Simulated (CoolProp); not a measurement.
Values from CoolProp's reference Helmholtz-energy equation of state, Lemmon 2005. It is a short technical equation, of lower accuracy than the large ones.

Give the vapour pressure (MPa), liquid density (kg/m³), enthalpy of vaporisation (kJ/kg), liquid cp (kJ/(kg K)) of saturated cis-2-butene at 347, 367.1 K.


| T (K) | p (MPa) | liquid density (kg/m³) | enthalpy of vaporisation (kJ/kg) | liquid cp (kJ/(kg K)) |
|---|---|---|---|---|
| 347 | 0.809 | 552 | 333 | 2.53 |
| 367.1 | 1.25 | 521 | 301 | 2.71 |
